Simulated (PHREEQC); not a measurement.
Consider water at 25 °C with 0.015 mol HF and 0.017 mol Na2HPO4 per kg of water. Closed to the air; pH follows from the charge balance.

Computed with PHREEQC (ion-association model, wateq4f.dat).

No solid was allowed to form.

Q: Estimate the pH, ionic strength.

A: pH 6.10; ionic strength 0.0357 mol/kgw.

Q: In which forms is P present?

A: H2PO4- 88 %, HPO4-2 11 % of the P.

H3PO4, which wateq4f.dat lacks, is added to it with the constant of phreeqc.dat.
